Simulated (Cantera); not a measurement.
An isothermal, constant-pressure homogeneous reactor starts with NO : N2 = 1 : 0.81 (molar parts), at 1875 K and 1.00 bar.

Cantera simulation using GRI-Mech 3.0 (53 species, 325 reactions); the numbers are that mechanism's predictions, not measurements.

x: mole fraction; the columns are a selection and need not sum to one.

```csv
t (s),x NO,x N2,x N2O,x O,x O2,x NO2
7.00e-5,0.552,0.448,9.11e-6,…,7.34e-8,6.89e-6
0.000449,0.552,0.448,4.88e-5,…,3.09e-6,5.95e-5
0.00288,0.552,0.448,0.000127,…,0.000224,0.000213
0.0185,0.547,0.450,0.000132,…,0.00242,0.000247
0.118,0.520,0.464,0.000118,…,0.0161,0.000363
0.759,0.383,0.532,6.21e-5,…,0.0844,0.000533
4.86,0.105,0.671,4.80e-6,…,0.223,0.000235
31.2,0.00915,0.719,3.35e-7,0.000126,0.272,2.24e-5
200,0.00581,0.721,3.16e-7,0.000126,0.273,1.43e-5
```

Task: Fill in the missing entries.

Result: 
- 7.00e-5, x O: 2.83e-6
- 0.000449, x O: 8.20e-6
- 0.00288, x O: 2.21e-5
- 0.0185, x O: 2.55e-5
- 0.118, x O: 3.81e-5
- 0.759, x O: 7.32e-5
- 4.86, x O: 0.000115
